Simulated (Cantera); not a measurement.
A closed system holds: 1 mol TEOS, a varied amount of O2, held at 850 K and 0.128 Torr.

Method: chemical equilibrium by Gibbs-energy minimisation in Cantera with the NASA 1993 tables (ideal gas, pure condensed phases). Candidate condensed phases: C, C6H6, C7H8, C8H18, H2O, Si, SiC, SiO2; 123 gas species. The feed counts by its element totals alone. The numbers say what is thermodynamically allowed, not how fast it happens.

Q: Which condensed phases are stable at each of these points (n(O2) (mol)): 1.2, 1.7, 2.3, 2.8, 3.4, 3.9, 4.5, 5, 5.6, 6.1, 6.7?

A: 
```
n(O2) (mol)              condensed phases  Si condensed (%)
-----------  ----------------------------  ----------------
1.2          C(graphite) + SiO2(β-quartz)             100.0
1.7          C(graphite) + SiO2(β-quartz)             100.0
2.3          C(graphite) + SiO2(β-quartz)             100.0
2.8          C(graphite) + SiO2(β-quartz)             100.0
3.4                        SiO2(β-quartz)             100.0
3.9                        SiO2(β-quartz)             100.0
4.5                        SiO2(β-quartz)             100.0
5                          SiO2(β-quartz)             100.0
5.6                        SiO2(β-quartz)             100.0
6.1                        SiO2(β-quartz)             100.0
6.7                        SiO2(β-quartz)             100.0
```

From 1.2 mol O2 to 2.8 mol O2 the condensed part is C(graphite) + SiO2(β-quartz). From 3.4 mol O2 to 6.7 mol O2 the condensed part is SiO2(β-quartz).
